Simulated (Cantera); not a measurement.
Input: 1 mol V, 1.6 mol N2O, 9.6 mol H2, equilibrated at 1 atm.

Equilibrium computed with Cantera from the NASA thermochemical tables; the gas is ideal and each condensed phase is pure. Candidate condensed phases: H2O, V, VN, VO, V2O3, V2O4, V2O5; 28 gas species. Condensed phases not in the tables: the oxides between V2O3 and V2O5 other than VO2. Kinetics and transport are ignored.

Task: At 875 K, list the 4 most abundant gas species with their mole fractions, and the condensed phases.

Result: H2 0.848, N2 0.143, H2O 0.00893, NH3 0.000446. Condensed: V2O3(s).
